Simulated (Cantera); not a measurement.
A perfectly stirred reactor is fed with CH₄ : H₂O : H₂ = 1 : 1.3 : 0.23 (molar parts), at 1.00 bar; it is held at 2148 K, and followed from long to short residence time.

Model: GRI-Mech 3.0 (53 species, 325 reactions), integrated in Cantera.

One state of this run: x CH₄ = 0.00117; x H₂O = 0.0649; x H₂ = 0.711; x CH₂O = 1.94e-7; x C₂H₄ = 1.70e-6; x CH₂CO = 4.81e-7; x OH = 4.10e-5. x: mole fraction; the columns are a selection and need not sum to one.

### Question
Which value of τ (s) does it belong to?
A. 0.38
B. 0.88
C. 0.031
D. 0.0057

### Answer
B, 0.88
